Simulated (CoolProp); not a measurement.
R124 at 298.15 K and 0.117 MPa is compressed adiabatically to 0.572 MPa with isentropic efficiency 0.7. Each further row changes one setting.

Values from CoolProp's reference Helmholtz-energy equation of state, de Vries 1995.

| case | work (kJ/kg) | final temperature (K) | final density (kg/m³) |
|---|---|---|---|
| as stated | 41.7 | 358.0 | 28.6 |
| efficiency 1 | 29.2 | 343.4 | 30.3 |
| efficiency 0.65 | 44.9 | 361.8 | 28.2 |
